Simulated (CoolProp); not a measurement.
Methane along the isobar 36.9 bar: density (kg/m³) from the reference equation and from simpler models built on Tc = -82.6 °C, pc = 45.99 bar, ω = 0.011; each cubic takes its own stable root.

Computed with CoolProp (reference Helmholtz-energy equation of state, Setzmann 1991).

| T (°C) | phase | reference | van der Waals | Soave-Redlich-Kwong | Peng-Robinson |
|---|---|---|---|---|---|
| -150.75 | liquid | 410.1 | 284.1 | 407.8 | 460.2 |
| -120.05 | liquid | 357.9 | ? | 344.8 | 389.7 |
| -58.65 | gas | 42.22 | 42.09 | ? | 43.64 |
| -27.95 | gas | 33.34 | 33.67 | 33.33 | 34.16 |
| 2.75 | gas | 28.15 | 28.53 | ? | ? |
| 33.45 | gas | 24.58 | 24.93 | 24.51 | 24.95 |
| 64.15 | gas | ? | 22.23 | 21.84 | ? |

Question: What belongs in the gaps?

Answer: 
- -120.05, van der Waals: 247.5
- -58.65, Soave-Redlich-Kwong: 42.30
- 2.75, Soave-Redlich-Kwong: 28.10
- 2.75, Peng-Robinson: 28.68
- 64.15, reference: 21.92
- 64.15, Peng-Robinson: 22.18
